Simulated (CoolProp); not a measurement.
The fluid at 220 K and 0.142 MPa (liquid) is heated at constant pressure to 248.1 K. The same conditions are run with several fluids, on thermodynamics alone (safety and materials aside).

Model: reference Helmholtz-energy equation of state of each fluid (R227EA: Lemmon 2016; the fluoroketone C6F12O (FK-5-1-12): McLinden 2015; propylene glycol: Eisenbach 2021; R407C: Lemmon 2003; R236FA: Pan 2012), in CoolProp. Blends and air are pseudo-pure fits.

Task: Rank R227EA, the fluoroketone C6F12O (FK-5-1-12), propylene glycol, R407C, R236FA by heat (kJ/kg), highest first.

Result: R407C (269), propylene glycol (57.5), R236FA (32.7), the fluoroketone C6F12O (FK-5-1-12) (30.7), R227EA (29.2)

```json
[
 {"fluid": "R227EA", "final phase": "liquid", "final density (kg/m³)": "1570"},
 {"fluid": "the fluoroketone C6F12O (FK-5-1-12)", "final phase": "liquid", "final density (kg/m³)": "1750"},
 {"fluid": "propylene glycol", "final phase": "liquid", "final density (kg/m³)": "1070"},
 {"fluid": "R407C", "final phase": "gas", "final density (kg/m³)": "6.23"},
 {"fluid": "R236FA", "final phase": "liquid", "final density (kg/m³)": "1520"}
]
```
